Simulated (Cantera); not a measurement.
A Cantera script and its output.

```python
import numpy as np
import cantera as ct

gas = ct.Solution("gri30.yaml")
gas.TPX = 425, 101325, {'C2H6': 1, 'O2': 2.69, 'N2': 10.1, 'H2O': 1.2}
flame = ct.FreeFlame(gas, width=0.04)
flame.set_refine_criteria(ratio=3, slope=0.08, curve=0.16)
flame.transport_model = "mixture-averaged"
flame.solve(loglevel=0, auto=True)
z, T = flame.grid, flame.T
thick = (T[-1] - T[0]) / np.gradient(T, z).max()
show = ['C2H6', 'O2', 'H2O', 'O', 'H', 'C2H4']
print(f"laminar burning velocity  {flame.velocity[0] * 100:.3f} cm/s")
print(f"burnt temperature         {T[-1]:.1f} K")
print(f"thermal thickness         {thick * 1e3:.4f} mm")
print(f"grid points               {len(z)}")
z0 = z[flame.heat_release_rate.argmax()]
print(f"{'z/mm':>9s}{'T/K':>9s}{'u/(m/s)':>9s}" + "".join(f"{s:>11s}" for s in show))
rows = []
for k in (-3, -2, -1.5, -1, -0.5, -0.25, 0, 0.25, 0.5, 1, 2, 4, 8):
    zz = z0 + k * thick
    rows.append([k * thick, np.interp(zz, z, T), np.interp(zz, z, flame.velocity),
                 *(np.interp(zz, z, flame.X[gas.species_index(s)]) for s in show)])
    print(f"{rows[-1][0] * 1e3:9.3f}{rows[-1][1]:9.1f}{rows[-1][2]:9.3f}" + "".join(f"{x:11.3e}" for x in rows[-1][3:]))
```

Result:

```
laminar burning velocity  47.921 cm/s
burnt temperature         2059.8 K
thermal thickness         0.4538 mm
grid points               150
     z/mm      T/K  u/(m/s)       C2H6         O2        H2O          O          H       C2H4
   -1.362    425.3    0.481  6.657e-02  1.790e-01  7.990e-02  6.847e-18  1.989e-16  4.099e-07
   -0.908    428.2    0.486  6.628e-02  1.781e-01  7.995e-02  3.003e-15  5.875e-15  7.029e-06
   -0.681    442.1    0.504  6.575e-02  1.761e-01  8.120e-02  3.363e-13  5.382e-13  5.448e-05
   -0.454    535.2    0.619  6.303e-02  1.671e-01  9.011e-02  1.773e-10  1.847e-09  5.855e-04
   -0.227    979.0    1.170  4.255e-02  1.243e-01  1.295e-01  7.071e-07  1.577e-05  5.003e-03
   -0.113   1369.6    1.678  1.761e-02  8.205e-02  1.632e-01  2.208e-05  2.781e-04  7.922e-03
    0.000   1720.3    2.146  1.124e-03  3.801e-02  1.943e-01  2.274e-04  2.446e-03  3.463e-03
    0.113   1885.7    2.356  5.182e-06  1.325e-02  2.092e-01  5.010e-04  5.645e-03  2.136e-04
    0.227   1935.7    2.410  2.428e-08  4.658e-03  2.124e-01  5.590e-04  7.206e-03  4.997e-06
    0.454   1964.8    2.435  8.116e-12  1.308e-03  2.113e-01  4.596e-04  7.335e-03  4.447e-09
    0.908   1989.9    2.459  3.169e-16  6.785e-04  2.110e-01  3.062e-04  6.064e-03  1.111e-11
    1.815   2015.6    2.488  9.548e-20  3.628e-04  2.127e-01  1.643e-04  4.350e-03  8.563e-15
    3.631   2037.1    2.511  6.427e-23  1.518e-04  2.145e-01  6.802e-05  2.742e-03  6.656e-18
```

Cantera simulation using GRI-Mech 3.0 (53 species, 325 reactions); the numbers are that mechanism's predictions, not measurements. Burning velocities carry a grid error of a few per cent, more on coarse grids.
